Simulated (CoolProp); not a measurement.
Nitrogen at 293.15 K and 10.2 MPa is throttled through a valve to 1.32 MPa with no heat exchange. Each further row changes one setting.

Model: reference Helmholtz-energy equation of state, Span 2000, in CoolProp.

```csv
case,temperature change (K),final density (kg/m³)
as stated,[?],[?]
outlet pressure 0.396 MPa,[?],4.88
outlet pressure 1.72 MPa,-15.9,[?]
```

Some entries are withheld; supply them.


- as stated, temperature change (K): -16.8
- as stated, final density (kg/m³): 16.2
- outlet pressure 0.396 MPa, temperature change (K): -19.1
- outlet pressure 1.72 MPa, final density (kg/m³): 21.0
